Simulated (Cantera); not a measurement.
Feed: 1 mol CaO, 12 mol F2, 0.41 mol H2, at 700 °C and 0.00670 bar.

Equilibrium computed with Cantera from the NASA thermochemical tables; the gas is ideal and each condensed phase is pure. Candidate condensed phases: Ca, CaF2, CaO, Ca(OH)2, H2O; 29 gas species. Kinetics and transport are ignored.

Problem. What is the equilibrium state?

Solution. 
* **x(F)**: 0.552
* **x(F2)**: 0.368
* **x(HF)**: 0.0498
* **x(O2)**: 0.0304
* **x(FO2)**: 1.12e-6
* **n(CaF2(s))**: 1.00 mol
* **gas amount**: 16.45 mol
* **log10 activity of Ca(s) (absent)**: -54.30
* **log10 activity of Ca(OH)2(s) (absent)**: -54.39
